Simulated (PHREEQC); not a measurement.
## Alkaline etch or developer

Solution (25 °C): 0.0065 mol/kgw NH3, 1.6e-05 mol/kgw CO2 and 0.14 mol/kgw (CH3)4NCl. Closed to the air; pH follows from the charge balance.

All values are PHREEQC results (ion-association model, wateq4f.dat), not measurements.

Each row changes one thing in this solution. This is a speciation only: nothing precipitates in the calculation.

```json
[
 {"case": "as made", "pH": "10.49", "ionic strength (mol/kgw)": "0.141", "NH3 (mol/kgw)": "0.00605", "NH4+ (mol/kgw)": "0.000449", "CO3-2 (mol/kgw)": "1.22e-5", "HCO3- (mol/kgw)": "3.80e-6"},
 {"case": "(CH3)4NCl left out", "pH": "?", "ionic strength (mol/kgw)": "0.000359", "NH3 (mol/kgw)": "0.00615", "NH4+ (mol/kgw)": "0.000349", "CO3-2 (mol/kgw)": "9.80e-6", "HCO3- (mol/kgw)": "6.20e-6"},
 {"case": "CO2 from 1.6e-05 to 3.2e-05 mol/kgw", "pH": "10.48", "ionic strength (mol/kgw)": "0.141", "NH3 (mol/kgw)": "0.00604", "NH4+ (mol/kgw)": "0.000463", "CO3-2 (mol/kgw)": "2.42e-5", "HCO3- (mol/kgw)": "7.78e-6"},
 {"case": "diluted 100-fold with water", "pH": "?", "ionic strength (mol/kgw)": "?", "NH3 (mol/kgw)": "3.80e-5", "NH4+ (mol/kgw)": "2.70e-5", "CO3-2 (mol/kgw)": "1.92e-8", "HCO3- (mol/kgw)": "1.41e-7"},
 {"case": "temperature from 25 to 45 °C", "pH": "9.91", "ionic strength (mol/kgw)": "0.141", "NH3 (mol/kgw)": "0.00604", "NH4+ (mol/kgw)": "0.000461", "CO3-2 (mol/kgw)": "8.64e-6", "HCO3- (mol/kgw)": "7.36e-6"}
]
```

**Question.** Fill in the missing entries.

**Answer.** 
- (CH3)4NCl left out, pH: 10.50
- diluted 100-fold with water, pH: 9.41
- diluted 100-fold with water, ionic strength (mol/kgw): 0.00143

Species that the database lacks are ignored. (CH3)4N+ isn't in the database: it is added as a free cation with an ion size of 4 Å. Constants without temperature data keep their 25 °C values here.
